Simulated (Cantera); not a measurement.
**Low-pressure radical oxidation in H2/O2**

An isothermal, constant-pressure homogeneous reactor starts with 26.5 % H2, 58.8 % O2, 14.7 % N2, at 1100 K and 10.00 Torr.

Model: the H2/O2 subset of GRI-Mech 3.0, which has no nitrogen chemistry, integrated in Cantera. Radical loss at walls, strong at low pressure, is not modelled. The temperature is held fixed by assumption; the heat of reaction is taken as removed at once.

```csv
t (s),x H2,x O2,x H2O2,x HO2,x H2O,x OH
4.00e-5,0.265,0.588,<1e-12,7.25e-10,6.96e-11,6.78e-11
0.000112,0.265,0.588,<1e-12,2.03e-9,1.01e-9,3.52e-10
0.000312,0.265,0.588,7.37e-12,5.74e-9,2.04e-8,3.34e-9
0.000871,0.265,0.588,7.30e-11,3.32e-8,3.79e-6,4.93e-7
0.00243,0.0544,0.489,4.22e-7,8.52e-6,0.154,0.00972
0.00679,0.0119,0.487,3.59e-7,1.07e-5,0.237,0.00668
0.0190,0.00358,0.516,5.90e-7,1.12e-5,0.291,0.00363
0.0529,0.000338,0.524,4.63e-7,5.39e-6,0.304,0.00106
0.148,3.25e-5,0.525,1.80e-7,1.13e-6,0.305,0.000334
0.413,5.10e-6,0.525,6.50e-8,2.33e-7,0.305,0.000137
1.15,1.14e-6,0.525,2.43e-8,5.98e-8,0.305,6.63e-5
3.22,3.12e-7,0.525,9.16e-9,1.82e-8,0.305,3.52e-5
8.98,9.57e-8,0.525,3.43e-9,6.67e-9,0.305,1.97e-5
25.1,3.16e-8,0.525,1.29e-9,3.68e-9,0.305,1.13e-5
70.0,1.14e-8,0.525,5.07e-10,3.60e-9,0.305,6.83e-6
```
x: mole fraction; the columns are a selection and need not sum to one.

Equilibrium at this temperature and pressure: H2 4.84e-9, O2 0.525, H2O2 2.31e-10, HO2 4.71e-9, H2O 0.305, OH 4.41e-6 (gas phase only).
